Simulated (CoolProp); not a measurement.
Vapour-liquid equilibrium of ethane (1) + propylene (2) at 0.952 MPa; x and y are mole fractions of (1).

The numbers come from the multi-fluid Helmholtz-energy mixture model, Bücker 2006 and Lemmon 2013; pair parameters Bell 2016 in CoolProp.

```
x      bubble temperature (K)  y at the bubble point  dew temperature at overall composition x (K)  liquid density (mol/L)
-----  ----------------------  ---------------------  --------------------------------------------  ----------------------
0.05                    286.2                  0.136                                         289.0                   12.54
0.125                   280.1                  0.307                                         286.5                   12.84
0.2                     274.6                  0.444                                         284.0                   13.12
0.275                   269.6                  0.554                                         281.3                   13.39
0.35                    265.2                  0.642                                         278.4                   13.64
0.425                   261.2                  0.715                                         275.4                   13.88
0.5                     257.6                  0.775                                         272.1                   14.12
0.575                   254.3                  0.825                                         268.6                   14.34
0.65                    251.2                  0.868                                         264.8                   14.56
0.725                   248.4                  0.904                                         260.6                   14.77
0.8                     245.8                  0.935                                         256.0                   14.98
0.875                   243.3                  0.962                                         250.6                   15.18
0.95                    241.0                  0.986                                         244.4                   15.37
```

No azeotrope shows between x = 0.05 and 0.95.

The pair parameters rest on a limited set of measurements; away from them the model extrapolates.
